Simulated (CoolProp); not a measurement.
Vapour pressure (bar) of cis-2-butene: the reference equation beside estimates from Tc = 162.6 °C, pc = 42.36 bar, ω = 0.202. Clausius-Clapeyron is anchored at 81.95 °C with a constant enthalpy of vaporisation of 17.99 kJ/mol.

Model: reference Helmholtz-energy equation of state, Lemmon 2005, in CoolProp. It is a short technical equation, of lower accuracy than the large ones.

```
T (°C)  reference  Lee-Kesler  Clausius-Clapeyron  van der Waals  Redlich-Kwong
------  ---------  ----------  ------------------  -------------  -------------
61.45       6.005       6.045               6.687          13.40          7.726
65.55       6.644       6.690               7.231          14.19          8.457
69.65       7.332       7.383               7.805          15.02          9.235
73.75       8.071       8.127               8.410          15.88          10.06
77.85       8.864       8.925               9.046          16.76          10.94
81.95       9.713       9.779               9.713          17.68          11.86
86.05       10.62       10.69               10.41          18.63          12.84
90.15       11.59       11.66               11.14          19.60          13.88
94.25       12.62       12.70               11.91          20.61          14.96
98.35       13.72       13.80               12.71          21.66          16.11
102.55      14.92       15.00               13.57          22.76          17.34
106.65      16.16       16.24               14.44          23.86          18.60
```

Absolute difference from the reference over all 12 rows, mean and median: Lee-Kesler 0.6 and 0.7 %, Clausius-Clapeyron 6.0 and 6.0 %, van der Waals 81.3 and 78.7 %, Redlich-Kwong 21.7 and 21.5 %.
